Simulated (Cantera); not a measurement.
**Fluorocarbon and chlorocarbon gases: C₂F₆ + H₂ + CH₄**

Input: 1 mol C₂F₆, 0.86 mol H₂, 0.42 mol CH₄, equilibrated at 2.60 Pa.

These are equilibrium values from Cantera (NASA tables, ideal gas, pure condensed phases), not measurements of a reactor. Candidate condensed phases: C, C₆H₆, C₇H₈, C₈H₁₈; 95 gas species. The feed counts by its element totals alone. Gases not in the tables: C₂F₆ and larger saturated fluorocarbons. Rates play no part.

From 1323 K to 1623 K the condensed part is C(graphite). The main C-bearing gas is CF₄ throughout.

```csv
T (K),x HF,x CF₄,x F,x CF₂,x CF₃,n C(graphite)
1323,0.839,0.160,0.000115,0.000166,9.74e-6,1.77
1348,0.839,0.160,0.000196,0.000267,1.43e-5,1.77
1373,0.839,0.160,0.000328,0.000421,2.06e-5,1.77
1398,0.839,0.160,0.000538,0.000652,2.94e-5,1.77
1423,0.839,0.160,0.000867,0.000995,4.14e-5,1.77
1448,0.838,0.159,0.00138,0.00149,5.76e-5,1.77
1473,0.837,0.158,0.00215,0.00221,7.90e-5,1.77
1498,0.836,0.157,0.00330,0.00323,0.000107,1.77
1523,0.834,0.156,0.00499,0.00464,0.000143,1.77
1548,0.832,0.154,0.00745,0.00658,0.000190,1.76
1573,0.829,0.151,0.0110,0.00920,0.000247,1.76
1598,0.824,0.147,0.0159,0.0127,0.000318,1.76
1623,0.818,0.142,0.0228,0.0172,0.000402,1.76
```
x: gas mole fraction; n: condensed amount in mol.
